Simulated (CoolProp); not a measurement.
The numbers come from the reference Helmholtz-energy equation of state, Lemmon 2006 in CoolProp. It is a short technical equation, of lower accuracy than the large ones.

**Question.** For CH3F (R41), give the phase and the cv (kJ/(kg K)), speed of sound (m/s), Joule-Thomson coefficient (K/MPa) at -116.75 °C and 0.101 MPa; 34.85 °C and 0.101 MPa; 85.45 °C and 0.101 MPa.

**Answer.** 
- -116.75 °C and 0.101 MPa: liquid; cv 1.39, speed of sound 1290, Joule-Thomson coefficient -0.350
- 34.85 °C and 0.101 MPa: gas; cv 0.879, speed of sound 309, Joule-Thomson coefficient 16.4
- 85.45 °C and 0.101 MPa: gas; cv 0.970, speed of sound 330, Joule-Thomson coefficient 10.7
